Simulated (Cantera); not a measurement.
A freely propagating, adiabatic, planar premixed flame of 18.3 % H2, 14.3 % O2, 67.3 % N2, equivalence ratio 0.64, unburnt at 498 K and 270 Torr; mixture-averaged transport, grid criteria slope 0.08 and curve 0.16, no radiation.

Cantera simulation using the H2/O2 subset of GRI-Mech 3.0, which has no nitrogen chemistry; the numbers are that mechanism's predictions, not measurements. Burning velocities carry a grid error of a few per cent, more on coarse grids. Lean hydrogen flames are cellular in practice and burn faster than this planar one.

Problem. Predict: laminar burning velocity; thermal thickness; peak x(H2O2); peak x(H); peak x(O); peak x(OH).

Solution. 
| Property | Result |
|---|---|
| laminar burning velocity | 240 cm/s |
| thermal thickness | 1.61 mm |
| peak x(H2O2) | 1.48e-5 |
| peak x(H) | 0.0224 |
| peak x(O) | 0.00920 |
| peak x(OH) | 0.00781 |
